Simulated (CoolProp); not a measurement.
Vapour-liquid equilibrium of methanol (1) + water (2) at 843 kPa; x and y are mole fractions of (1).

The numbers come from the multi-fluid Helmholtz-energy mixture model, de Reuck 1993 and Wagner 2002; pair parameters Bell 2016 in CoolProp.

```tsv
x	bubble temperature, mixture model (°C)	bubble temperature, Raoult's law (°C)	y, mixture model	y, Raoult's law
0.05	167.9	169.0	0.143	0.128
0.15	160.2	162.7	0.350	0.333
0.25	154.1	157.1	0.495	0.489
0.35	149.2	152.2	0.603	0.610
0.45	145.2	147.9	0.687	0.707
0.55	141.7	143.9	0.757	0.785
0.65	138.7	140.4	0.817	0.848
0.75	136.0	137.1	0.872	0.901
0.85	133.5	134.1	0.924	0.946
0.95	131.2	131.4	0.975	0.983
```

The largest gap from Raoult's law is -3.0 K in bubble temperature, at x = 0.35. No azeotrope shows between x = 0.05 and 0.95.

The pair parameters rest on a limited set of measurements; away from them the model extrapolates.
